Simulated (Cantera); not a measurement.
# Thermodynamics of iron carbonyl, mercury and lead vapours, feed Fe(CO)₅ + N₂

Charge: 1 mol Fe(CO)₅, 1.2 mol N₂, held at 1.30 mbar.

Cantera equilibrium calculation (NASA polynomials, part measured and part estimated; ideal gas, pure solids and liquids). Candidate condensed phases: C, Fe, Fe(CO)₅, FeO, Fe₂O₃, Fe₃O₄; 27 gas species. Condensed phases not in the tables: cementite and carbon dissolved in iron. Rates play no part.

From 823 K to 1073 K the condensed part is C(graphite) + Fe(α). At 1123 K the condensed part is Fe(α).

```
T (K)   x CO   x N₂     x CO₂      x Fe  n C(graphite)  n Fe(α)
-----  -----  -----  --------  --------  -------------  -------
823    0.763  0.201    0.0363    <1e-12          0.217     1.00
873    0.795  0.195   0.00933    <1e-12         0.0573     1.00
923    0.803  0.194   0.00265    <1e-12         0.0164     1.00
973    0.805  0.194  0.000846  2.93e-12        0.00524     1.00
1023   0.806  0.194  0.000302  3.45e-11        0.00187     1.00
1073   0.806  0.194  0.000119  3.19e-10       0.000738     1.00
1123   0.806  0.194   5.10e-5   2.40e-9              0     1.00
```
x: gas mole fraction; n: condensed amount in mol.
